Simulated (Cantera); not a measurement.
## Thermodynamics of hydrogen reduction and annealing atmospheres, feed SiO2 + H2 + H2O

Charge: 1 mol SiO2, 3.9 mol H2, 3.1 mol H2O, at 800 °C and 1.90 bar.

Cantera equilibrium calculation (NASA polynomials, part measured and part estimated; ideal gas, pure solids and liquids). Candidate condensed phases: H2O, Si, SiO2; 18 gas species. Equilibrium is a limit: real reactors are often held back by kinetics, nucleation or transport.

```
Item                                  Value
--------------------------------  ---------
x(H2)                                 0.557
x(H2O)                                0.443
n(SiO2(β-quartz))                  1.00 mol
gas amount                        7.000 mol
log10 activity of Si(s) (absent)     -16.37
```
